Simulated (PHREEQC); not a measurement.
Metal-bearing waste water (model solution)

A solution holds 0.0021 mol CuSO4, 0.21 mol NaH2PO4 and 5.9e-05 mol NaCl per kg of water, at 25 °C. Closed to the air; pH follows from the charge balance.

All values are PHREEQC results (ion-association model, wateq4f.dat), not measurements.

```yaml
pH: 4.40
ionic_strength: 0.218 mol/kgw
activity_of_water: 0.993
```

```tsv
species	molality	activity	log γ
Na+	0.209	0.155	-0.131
H2PO4-	0.208	0.154	-0.130
Cu+2	0.00204	0.000652	-0.496
SO4-2	0.00157	0.000446	-0.548
H3PO4	0.000869	0.000913	0.022
HPO4-2	0.000824	0.000238	-0.539
NaSO4-	0.000467	0.000346	-0.130
NaHPO4-	9.71e-5	7.19e-5	-0.130
Cl-	5.89e-5	4.15e-5	-0.152
```

Precipitation was switched off in this run. Examples of supersaturated solids here: Cu3(PO4)2:3H2O. Others may be too. H3PO4, which wateq4f.dat lacks, is added to it with the constant of phreeqc.dat. The database has no phosphate complexes of Cu.
